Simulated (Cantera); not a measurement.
A closed system holds: 1 mol HgO, 0.2 mol H₂, equilibrated at 1 atm.

Equilibrium computed with Cantera from the NASA thermochemical tables; the gas is ideal and each condensed phase is pure. Candidate condensed phases: H₂O, Hg, HgO; 10 gas species. Kinetics and transport are ignored.

Question: Which condensed phases are stable at each of these points (T (K)): 525, 625, 725, 825, 925, 1025, 1125, 1225, 1325, 1425?

Answer: 
| T (K) | condensed phases | Hg condensed (%) |
|---|---|---|
| 525 | Hg(l) + HgO(s) | 97.7 |
| 625 | HgO(s) | 80.0 |
| 725 | gas only | 0.0 |
| 825 | gas only | 0.0 |
| 925 | gas only | 0.0 |
| 1025 | gas only | 0.0 |
| 1125 | gas only | 0.0 |
| 1225 | gas only | 0.0 |
| 1325 | gas only | 0.0 |
| 1425 | gas only | 0.0 |

At 525 K the condensed part is Hg(l) + HgO(s). At 625 K the condensed part is HgO(s). From 725 K to 1425 K nothing is condensed.
